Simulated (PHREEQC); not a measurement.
Solution (25 °C): 0.0124 mol/kgw HF, 0.0042 mol/kgw Na2SO4 and 0.0066 mol/kgw NaCl. Closed to the air; pH follows from the charge balance.

Computed with PHREEQC (ion-association model, phreeqc.dat).

Precipitation was switched off in this run.

Estimate the pH, specific conductance, ionic strength.

pH 2.63; specific conductance 2610 µS/cm; ionic strength 0.0210 mol/kgw.

In which forms is F present?

HF 74 %, F- 24 %, HF2- 1.7 % of the F.

Species that the database lacks are ignored.
